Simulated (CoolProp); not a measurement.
Aqueous calcium chloride as a coolant, at 39 °C, 1 atm.

Model: Melinder's fits for secondary coolants, in CoolProp.

| mass % | freezing point (°C) | density (kg/m³) | conductivity (W/(m K)) | cp (kJ/(kg K)) | viscosity (mPa s) |
|---|---|---|---|---|---|
| 5.6 | -2.7 | 1038 | 0.623 | 3.883 | 0.782 |
| 7.8 | -4.1 | 1058 | 0.620 | 3.767 | 0.827 |
| 9.9 | -5.8 | 1078 | 0.617 | 3.654 | 0.876 |
| 12 | -7.7 | 1098 | 0.614 | 3.541 | 0.935 |
| 14.2 | -10.1 | 1118 | 0.611 | 3.426 | 1.01 |
| 16.3 | -12.7 | 1137 | 0.608 | 3.320 | 1.10 |
| 18.5 | -15.8 | 1157 | 0.605 | 3.216 | 1.21 |
| 20.6 | -19.3 | 1176 | 0.602 | 3.126 | 1.35 |
| 22.8 | -23.7 | 1196 | 0.598 | 3.042 | 1.52 |
| 24.9 | -28.8 | 1217 | 0.595 | 2.971 | 1.72 |
| 27 | -35.3 | 1238 | 0.591 | 2.908 | 1.95 |
